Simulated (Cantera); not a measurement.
A closed system holds: 1 mol SiH₄, 0.14 mol H₂O, 0.00013 mol N₂, equilibrated at 80.0 Pa.

Cantera equilibrium calculation (NASA polynomials, part measured and part estimated; ideal gas, pure solids and liquids). Candidate condensed phases: H₂O, Si, SiO₂, Si₂N₂O, Si₃N₄; 35 gas species. N₂ is the only nitrogen source here; it is nearly inert below about 1500 K, so the nitride shown seldom forms there in practice. Kinetics and transport are ignored.

x: gas mole fraction; n: condensed amount in mol.

| T (°C) | x H₂ | x SiO | x H | n Si(s) | n SiO₂(α-quartz) | n Si₂N₂O(s) | n SiO₂(β-quartz) |
|---|---|---|---|---|---|---|---|
| 550 | 1.00 | … | 2.59e-10 | 0.930 | 0.0699 | 0.000130 | 0 |
| 575 | 1.00 | … | 6.73e-10 | 0.930 | 0 | 0.000130 | 0.0699 |
| 600 | 1.00 | … | 1.65e-9 | 0.930 | 0 | 0.000130 | 0.0699 |
| 625 | 1.00 | … | 3.87e-9 | 0.930 | 0 | 0.000130 | 0.0699 |
| 650 | 1.00 | … | 8.65e-9 | 0.930 | 0 | 0.000130 | 0.0699 |
| 675 | 1.00 | … | 1.85e-8 | 0.930 | 0 | 0.000130 | 0.0699 |
| 700 | 1.00 | … | 3.82e-8 | 0.930 | 0 | 0.000130 | 0.0699 |
| 725 | 1.000 | … | 7.61e-8 | 0.930 | 0 | 0.000130 | 0.0699 |

### Question
Fill in the missing entries.

### Answer

- 550, x SiO: 7.93e-11
- 575, x SiO: 3.58e-10
- 600, x SiO: 1.48e-9
- 625, x SiO: 5.62e-9
- 650, x SiO: 1.99e-8
- 675, x SiO: 6.57e-8
- 700, x SiO: 2.04e-7
- 725, x SiO: 5.99e-7
